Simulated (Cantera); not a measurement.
Catalytic combustion on Pt

An isothermal plug-flow reactor at 773 K and 100000 Pa (inlet), inlet velocity 0.27 m/s, active area per volume 9800 1/m; feed 0.207 % CH4, 13.1 % O2, 86.0 % N2, 0.708 % H2O, equivalence ratio 0.032.

Detailed kinetics in Cantera: Deutschmann's 1995 Pt surface mechanism with GRI-Mech 3.0 gas chemistry. Catalytic surfaces can have several steady states; this one follows from the mechanism file's or the stated starting coverage. Mass transfer to the wall is taken as infinitely fast.

```
z (m)       x CH4   x O2    x H2O     x CO2     x CO  θ free Pt   θ O*    θ OH*
-------  --------  -----  -------  --------  -------  ---------  -----  -------
0.0005    0.00205  0.131  0.00711   1.53e-5  2.03e-7     0.0226  0.976  0.00155
0.00097   0.00204  0.131  0.00714   2.98e-5  2.12e-7     0.0226  0.976  0.00155
0.0019    0.00201  0.131  0.00719   5.82e-5  2.10e-7     0.0226  0.976  0.00156
0.0036    0.00196  0.130  0.00730  0.000109  2.05e-7     0.0226  0.976  0.00157
0.007     0.00186  0.130  0.00749  0.000207  1.94e-7     0.0226  0.976  0.00159
0.013     0.00170  0.130  0.00782  0.000369  1.78e-7     0.0226  0.976  0.00163
0.026     0.00140  0.129  0.00842  0.000673  1.46e-7     0.0227  0.976  0.00169
0.05     0.000968  0.128  0.00928   0.00110  1.01e-7     0.0227  0.976  0.00178
```
x: gas mole fraction; θ: surface coverage.
